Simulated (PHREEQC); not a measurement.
Make-up at 20 °C: 0.13 mol ZnSO4, 0.0004 mol H3BO3 and 0.027 mol FeSO4 per kg of water. Closed to the air; pH follows from the charge balance.

Model: ion-association model, phreeqc.dat, run in PHREEQC.

Precipitation was switched off in this run.

Question: Predict the pH, ionic strength.

Answer: pH 5.62; ionic strength 0.313 mol/kgw.

Question: In which forms is S present?

Answer: SO4-2 36 %, ZnSO4 30 %, Zn(SO4)2-2 27 %, FeSO4 6.6 % of the S.
